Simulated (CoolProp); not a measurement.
100 sccm (0 °C, 1 atm) of nitrogen bubbles through liquid ethanol at 288.2 K and leaves saturated at a total pressure of 0.0631 MPa (ideal gas phase). Each further row changes one setting.

Model: reference Helmholtz-energy equation of state, Schroeder 2014, in CoolProp.

| case | vapour pressure (kPa) | mole fraction of vapour | delivery (mg/min) | delivery (sccm) | change of delivery for a bath 1 K warmer (%) |
|---|---|---|---|---|---|
| as stated | 4.34 | 0.0688 | … | … | 6.9 |
| bath temperature 293.2 K | … | … | … | 10.3 | … |
| total pressure 0.126 MPa | 4.34 | 0.0345 | 7.33 | 3.57 | 6.7 |

Q: What belongs in the gaps?

A: 
- as stated, delivery (mg/min): 15.2
- as stated, delivery (sccm): 7.39
- bath temperature 293.2 K, vapour pressure (kPa): 5.89
- bath temperature 293.2 K, mole fraction of vapour: 0.0934
- bath temperature 293.2 K, delivery (mg/min): 21.2
- bath temperature 293.2 K, change of delivery for a bath 1 K warmer (%): 6.8
